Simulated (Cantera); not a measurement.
A Cantera script and what it prints.

```python
import numpy as np
import cantera as ct

gas_names = """
    Cu CuF CuF2 Cu2 F F2 H HF H2 H2F2 H3F3 H4F4 H5F5 H6F6 H7F7 N NF NF2 NF3 NH NH2 NH3 N2 N2H2 N2H4
""".split()
cond_names = """
    Cu(cr) Cu(L) CuF2(s) CuF2(L)
""".split()


def load(file, names, dense=False):
    # The tables refer to 1 bar. Condensed volumes are neglected.
    table = {s.name: s for s in ct.Species.list_from_file(file)}
    out = []
    for n in names:
        d = dict(table[n].input_data)
        d["thermo"] = dict(d["thermo"], **{"reference-pressure": 1e5})
        if dense:
            d["equation-of-state"] = {"model": "constant-volume", "density": "1e6 g/cm^3"}
        out.append(ct.Species.from_dict(d))
    return out


gas = ct.Solution(thermo="ideal-gas", species=load("nasa_gas.yaml", gas_names))
cond = {s.name: ct.Solution(thermo="fixed-stoichiometry", species=[s], name=s.name)
        for s in load("nasa_condensed.yaml", cond_names, dense=True)}
atoms = {
    'Cu': {'Cu': 1},
    'HF': {'H': 1, 'F': 1},
    'N2': {'N': 2},
}
top_T = {}  # K; cautious upper limits of use, not melting points


def equilibrate(T, P, feed):
    n = {}
    for name, mol in feed.items():
        for a, k in atoms[name].items():
            n[a] = n.get(a, 0.0) + k * mol
    gas.TPX = T, P, n
    mass = sum(n.values()) * gas.mean_molecular_weight
    gas.equilibrate("TP")
    valid = [c for c in cond.values() if c.min_temp <= T <= top_T.get(c.name, c.max_temp)]
    mix = ct.Mixture([(gas, mass / gas.mean_molecular_weight)] + [(c, 0.0) for c in valid])
    mix.T, mix.P = T, P
    mix.equilibrate("TP", solver="vcs", rtol=1e-11, max_steps=5000)
    return mix


results = []
feed = {'Cu': 1, 'HF': 17, 'N2': 0.85}  # mol
P = 750  # Pa
for T in [750, 825, 900, 975, 1050, 1125, 1200, 1275, 1350, 1425, 1500]:
    mix = equilibrate(T, P, feed)
    results.append((T, P, feed, dict(zip(mix.species_names, mix.species_moles))))
    x = sorted(zip(gas.X, gas.species_names), reverse=True)
    print(f"T = {T:g} K  P = {P:g} Pa  gas = {mix.phase_moles(0):.4g} mol")
    print("   x: " + "  ".join(f"{s} {v:.3e}" for v, s in x if v > 0.0001))
    print("   condensed (mol): " + ("  ".join(f"{mix.phase(i).name} {mix.phase_moles(i):.4g}"
          for i in range(1, mix.n_phases) if mix.phase_moles(i) > 1e-12) or "none"))
```

Output:

```
T = 750 K  P = 750 Pa  gas = 17.85 mol
   x: HF 9.524e-01  N2 4.762e-02
   condensed (mol): Cu(cr) 1
T = 825 K  P = 750 Pa  gas = 17.85 mol
   x: HF 9.524e-01  N2 4.762e-02
   condensed (mol): Cu(cr) 1
T = 900 K  P = 750 Pa  gas = 17.85 mol
   x: HF 9.524e-01  N2 4.762e-02
   condensed (mol): Cu(cr) 1
T = 975 K  P = 750 Pa  gas = 17.85 mol
   x: HF 9.524e-01  N2 4.762e-02
   condensed (mol): Cu(cr) 1
T = 1050 K  P = 750 Pa  gas = 17.85 mol
   x: HF 9.524e-01  N2 4.762e-02
   condensed (mol): Cu(cr) 0.9998
T = 1125 K  P = 750 Pa  gas = 17.85 mol
   x: HF 9.523e-01  N2 4.762e-02
   condensed (mol): Cu(cr) 0.9993
T = 1200 K  P = 750 Pa  gas = 17.85 mol
   x: HF 9.522e-01  N2 4.762e-02  CuF 1.234e-04
   condensed (mol): Cu(cr) 0.9978
T = 1275 K  P = 750 Pa  gas = 17.85 mol
   x: HF 9.519e-01  N2 4.761e-02  CuF 3.356e-04  H2 1.679e-04
   condensed (mol): Cu(cr) 0.9938
T = 1350 K  P = 750 Pa  gas = 17.86 mol
   x: HF 9.511e-01  N2 4.760e-02  CuF 8.144e-04  H2 4.072e-04
   condensed (mol): Cu(cr) 0.9843
T = 1425 K  P = 750 Pa  gas = 17.87 mol
   x: HF 9.495e-01  N2 4.756e-02  CuF 1.731e-03  H2 8.645e-04  Cu 2.896e-04
   condensed (mol): Cu(L) 0.9639
T = 1500 K  P = 750 Pa  gas = 17.9 mol
   x: HF 9.463e-01  N2 4.749e-02  CuF 3.385e-03  H2 1.689e-03  Cu 1.097e-03
   condensed (mol): Cu(L) 0.9198
```

Equilibrium computed with Cantera from the NASA thermochemical tables; the gas is ideal and each condensed phase is pure.
